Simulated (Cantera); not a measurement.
# Gas-phase reforming

An isothermal, constant-pressure homogeneous reactor starts with CH4 : CO2 = 1 : 0.37 (molar parts), at 1500 K and 10.0 bar.

Computed with Cantera and GRI-Mech 3.0 (53 species, 325 reactions). GRI-Mech 3.0 stops at C3 and has no aromatics, soot or wall deposition, so with more carbon than oxygen in the feed, carbon stays in small species such as C2H2 where larger ones or solid carbon would form.

```csv
t (s),x CH4,x CO2,x O,x H2O2,x O2
8.00e-6,0.730,0.270,<1e-12,<1e-12,<1e-12
3.53e-5,0.730,0.270,<1e-12,<1e-12,<1e-12
0.000156,0.729,0.270,<1e-12,<1e-12,<1e-12
0.000690,0.727,0.270,<1e-12,<1e-12,<1e-12
0.00305,0.713,0.269,<1e-12,<1e-12,<1e-12
0.0135,0.646,0.258,<1e-12,<1e-12,<1e-12
0.0594,0.469,0.208,<1e-12,<1e-12,<1e-12
0.263,0.292,0.0788,<1e-12,<1e-12,<1e-12
1.16,0.272,0.0403,<1e-12,<1e-12,<1e-12
5.12,0.274,0.0261,<1e-12,<1e-12,<1e-12
22.6,0.256,0.00886,<1e-12,<1e-12,<1e-12
100,0.237,0.000653,<1e-12,<1e-12,<1e-12
```
x: mole fraction; the columns are a selection and need not sum to one.

Equilibrium at this temperature and pressure: CH4 0.235, CO2 1.30e-5, O <1e-12, H2O2 <1e-12, O2 <1e-12 (gas phase only).
